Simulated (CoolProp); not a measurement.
Aqueous potassium formate as a coolant, 8 % by mass, freezing at -3.8 °C, 1 atm.

Values from CoolProp's Melinder's fits for secondary coolants.

| T (°C) | density (kg/m³) | Prandtl number | viscosity (mPa s) | conductivity (W/(m K)) |
|---|---|---|---|---|
| 0.2 | 1052 | 13.7 | 1.95 | 0.552 |
| 4.1 | 1051 | 12.0 | (withheld) | (withheld) |
| 8.1 | 1051 | 10.6 | 1.55 | 0.564 |
| 12 | (withheld) | 9.50 | (withheld) | 0.570 |
| 15.9 | 1049 | 8.53 | 1.27 | 0.576 |
| 19.9 | (withheld) | 7.68 | 1.15 | 0.581 |
| 23.8 | (withheld) | 6.97 | 1.05 | 0.587 |
| 27.7 | 1046 | 6.35 | 0.969 | 0.592 |
| 31.7 | 1044 | 5.80 | 0.892 | 0.598 |
| 35.6 | 1043 | 5.32 | 0.825 | 0.603 |

### Question
Fill in the missing entries.

### Answer

- 4.1, viscosity (mPa s): 1.73
- 4.1, conductivity (W/(m K)): 0.558
- 12, density (kg/m³): 1050
- 12, viscosity (mPa s): 1.39
- 19.9, density (kg/m³): 1048
- 23.8, density (kg/m³): 1047
